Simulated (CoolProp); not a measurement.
Oxygen along the isobar 2.86 MPa: density (kg/m³) from the reference equation and from simpler models built on Tc = 154.6 K, pc = 5.046 MPa, ω = 0.022; each cubic takes its own stable root.

Model: reference Helmholtz-energy equation of state, Schmidt 1985, in CoolProp.

| T (K) | phase | reference | van der Waals | Redlich-Kwong | Soave-Redlich-Kwong | Peng-Robinson |
|---|---|---|---|---|---|---|
| 112.7 | liquid | 1029 | 710.2 | 1020 | 1012 | 1145 |
| 128 | liquid | 927.5 | 633.5 | 889.4 | 886.3 | 1003 |
| 143.3 | gas | 112.2 | 104.0 | 111.6 | 111.6 | 115.1 |
| 158.7 | gas | 87.03 | 85.22 | 87.27 | 87.25 | 89.44 |
| 174 | gas | 73.93 | 73.61 | 74.18 | 74.08 | 75.67 |
| 189.3 | gas | 65.11 | 65.30 | 65.32 | 65.17 | 66.39 |
| 204.7 | gas | 58.51 | 58.90 | 58.69 | 58.51 | 59.48 |
| 220 | gas | 53.36 | 53.82 | 53.52 | 53.31 | 54.12 |
| 235.3 | gas | 49.17 | 49.64 | 49.30 | 49.09 | 49.76 |
| 250.6 | gas | 45.65 | 46.11 | 45.78 | 45.56 | 46.14 |
| 266 | gas | 42.64 | 43.07 | 42.76 | 42.54 | 43.04 |
